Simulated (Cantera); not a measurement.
**Thermodynamics of iron carbonyl, mercury and lead vapours, feed PbO + CO + H2**

Feed: 1 mol PbO, 0.93 mol CO, 21 mol H2, held at 1.33 mbar.

Equilibrium computed with Cantera from the NASA thermochemical tables; the gas is ideal and each condensed phase is pure. Candidate condensed phases: C, C6H6, C7H8, C8H18, H2O, Pb, PbO, PbO2, Pb3O4; 113 gas species. Kinetics and transport are ignored.

From 975 K to 1050 K the condensed part is Pb(l). From 1075 K to 1225 K nothing is condensed. The main Pb-bearing gas is Pb throughout.

| T (K) | log p H2 | log p Pb | log p H2O | log p CO | log p CO2 | log p H | log p Pb2 | log p CH4 | n Pb(l) |
|---|---|---|---|---|---|---|---|---|---|
| 975 | -2.92 | -5.04 | -4.25 | -4.28 | -5.41 | -10.40 | -10.71 | -9.91 | 0.848 |
| 1000 | -2.92 | -4.79 | -4.25 | -4.28 | -5.45 | -10.10 | -10.29 | -10.21 | 0.730 |
| 1025 | -2.92 | -4.56 | -4.25 | -4.28 | -5.50 | -9.82 | -9.90 | -10.51 | 0.533 |
| 1050 | -2.93 | -4.33 | -4.25 | -4.29 | -5.54 | -9.56 | -9.53 | -10.80 | 0.207 |
| 1075 | -2.93 | -4.24 | -4.26 | -4.29 | -5.58 | -9.30 | -9.40 | -11.08 | 0 |
| 1100 | -2.93 | -4.24 | -4.25 | -4.29 | -5.61 | -9.05 | -9.47 | -11.33 | 0 |
| 1125 | -2.93 | -4.24 | -4.25 | -4.29 | -5.65 | -8.82 | -9.53 | -11.57 | 0 |
| 1150 | -2.93 | -4.24 | -4.25 | -4.28 | -5.68 | -8.59 | -9.59 | -11.79 | 0 |
| 1175 | -2.93 | -4.24 | -4.25 | -4.28 | -5.71 | -8.38 | -9.65 | -12.01 | 0 |
| 1200 | -2.93 | -4.24 | -4.25 | -4.28 | -5.74 | -8.17 | -9.71 | -12.22 | 0 |
| 1225 | -2.93 | -4.24 | -4.25 | -4.28 | -5.76 | -7.97 | -9.76 | -12.42 | 0 |
log p: log10 of the partial pressure in bar; n: condensed amount in mol.
